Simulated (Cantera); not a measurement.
Cantera with NASA thermochemical tables; ideal gases at 1 bar, condensed phases pure. Values are per mole of reaction as written; species without (g) are pure solids or liquids, kept so even where they would boil at 1 bar.

Between 398 and 623 K, where is each reaction favourable under standard conditions?
- 2 P2(g) + 10 O(g) → P4O10
- 5 O2(g) + P4(g) → P4O10


- 2 P2(g) + 10 O(g) → P4O10: ΔG° is -5065 kJ at 398 K and -4653 kJ at 623 K; it stays negative (K > 1). ΔH° is -5789 kJ and ΔS° -1824 J/K at 623 K.
- 5 O2(g) + P4(g) → P4O10: ΔG° is -2640 kJ at 398 K and -2402 kJ at 623 K; it stays negative (K > 1). ΔH° is -3051 kJ and ΔS° -1042 J/K at 623 K.
